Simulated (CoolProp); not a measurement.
Saturation properties of n-undecane.

Values from CoolProp's reference Helmholtz-energy equation of state, Aleksandrov 2011. It is a short technical equation, of lower accuracy than the large ones.

| T (K) | p (MPa) | liquid density (kg/m³) | vapour density (kg/m³) | enthalpy of vaporisation (kJ/kg) | liquid cp (kJ/(kg K)) | surface tension (mN/m) |
|---|---|---|---|---|---|---|
| 422.1 | ___ | 639.8 | 1.255 | 292.7 | 2.686 | 13.3 |
| 437 | 0.04313 | ___ | 1.930 | 284.2 | 2.748 | 12.1 |
| 452 | 0.06563 | 614.5 | 2.877 | 275.4 | 2.811 | 11.0 |
| 466.9 | 0.09637 | 601.2 | 4.158 | 266.3 | 2.874 | 9.83 |
| 481.9 | 0.1378 | 587.3 | 5.877 | ___ | 2.938 | 8.71 |
| 496.8 | 0.1916 | 572.9 | 8.120 | 246.7 | 3.004 | 7.64 |
| 511.8 | 0.2611 | 557.7 | 11.05 | 236.0 | 3.072 | 6.59 |
| 526.7 | 0.3480 | 541.6 | 14.81 | 224.6 | 3.143 | 5.59 |
| 541.7 | 0.4564 | 524.3 | 19.69 | 212.0 | 3.221 | 4.63 |
| 556.6 | 0.5885 | 505.6 | 25.97 | 198.3 | 3.306 | 3.71 |
| 571.6 | 0.7497 | 484.8 | 34.26 | 182.9 | 3.408 | 2.85 |
| 586.5 | 0.9425 | ___ | 45.33 | 165.2 | 3.537 | ___ |

### Question
What belongs in the gaps?

### Answer

- 422.1, p (MPa): 0.02738
- 437, liquid density (kg/m³): 627.4
- 481.9, enthalpy of vaporisation (kJ/kg): 256.8
- 586.5, liquid density (kg/m³): 461.5
- 586.5, surface tension (mN/m): 2.04

It boils at 468.9 K under 1 atm.

Surface tension comes from a separate correlation (Mulero 2014).
